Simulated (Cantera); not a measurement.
Cantera run, input and output.

```python
import numpy as np
import cantera as ct

gas = ct.Solution("gri30.yaml")
gas.TPX = 1523, 120000, {'CH4': 1, 'CO2': 3.6}
reactor = ct.IdealGasConstPressureReactor(gas, energy="off", clone=False)
net = ct.ReactorNet([reactor])
net.rtol, net.atol = 1e-08, 1e-18
show = ['CH4', 'CO2', 'HO2', 'C2H6', 'CO', 'H', 'OH']
times = np.geomspace(4e-05, 3, 12)

steps = ct.SolutionArray(gas, extra=["t"])
rows = []
print(f"{'t/s':>10s}{'T/K':>9s}{'P/Pa':>11s}" + "".join(f"{s:>11s}" for s in show))
for t in times:
    while net.time < t:
        t_next = net.step()
        steps.append(gas.state, t=t_next)
    rows.append([np.interp(t, steps.t, y) for y in (steps.T, steps.P, *steps(*show).X.T)])
    print(f"{t:10.3e}{rows[-1][0]:9.1f}{rows[-1][1]:11.4g}" + "".join(f"{x:11.3e}" for x in rows[-1][2:]))
rate = np.gradient(steps.T, steps.t)
print("integrator steps:", len(steps.t))
if steps.T.max() > steps.T[0] + 200:
    print(f"time of steepest temperature rise: {steps.t[rate.argmax()]:.4e} s")
gas.TPX = 1523, 120000, {'CH4': 1, 'CO2': 3.6}
gas.equilibrate("TP")
print(f"equilibrium (TP): T = {gas.T:.1f} K  " + "  ".join(f"{s} {gas[s].X[0]:.3e}" for s in show))
```

Result:

```
       t/s      T/K       P/Pa        CH4        CO2        HO2       C2H6         CO          H         OH
 4.000e-05   1523.0    1.2e+05  2.174e-01  7.826e-01  3.448e-16  9.743e-08  3.417e-07  3.735e-08  9.483e-10
 1.110e-04   1523.0    1.2e+05  2.173e-01  7.826e-01  3.892e-16  1.861e-06  9.839e-07  3.971e-08  1.008e-09
 3.079e-04   1523.0    1.2e+05  2.172e-01  7.826e-01  3.422e-16  2.281e-05  3.155e-06  4.805e-08  1.219e-09
 8.543e-04   1523.0    1.2e+05  2.170e-01  7.825e-01  3.730e-16  1.176e-04  1.130e-05  6.254e-08  1.590e-09
 2.370e-03   1523.0    1.2e+05  2.161e-01  7.823e-01  5.298e-16  3.666e-04  4.868e-05  1.098e-07  2.808e-09
 6.577e-03   1523.0    1.2e+05  2.128e-01  7.811e-01  1.167e-15  7.896e-04  2.938e-04  2.935e-07  7.669e-09
 1.825e-02   1523.0    1.2e+05  2.023e-01  7.742e-01  3.405e-15  8.259e-04  2.048e-03  8.239e-07  2.301e-08
 5.063e-02   1523.0    1.2e+05  1.786e-01  7.488e-01  8.781e-15  5.022e-04  1.192e-02  1.663e-06  5.567e-08
 1.405e-01   1523.0    1.2e+05  1.354e-01  6.805e-01  1.704e-14  2.842e-04  5.170e-02  2.424e-06  1.290e-07
 3.897e-01   1523.0    1.2e+05  7.082e-02  5.439e-01  2.449e-14  1.289e-04  1.477e-01  2.792e-06  3.125e-07
 1.081e+00   1523.0    1.2e+05  2.262e-02  4.127e-01  2.569e-14  2.375e-05  2.563e-01  4.497e-06  5.358e-07
 3.000e+00   1523.0    1.2e+05  1.389e-02  3.286e-01  1.385e-14  6.660e-06  3.527e-01  6.035e-06  4.528e-07
integrator steps: 1420
equilibrium (TP): T = 1523.0 K  CH4 3.122e-08  CO2 2.243e-01  HO2 5.197e-15  C2H6 2.712e-17  CO 4.727e-01  H 7.757e-06  OH 3.041e-07
```

Computed with Cantera and GRI-Mech 3.0 (53 species, 325 reactions).
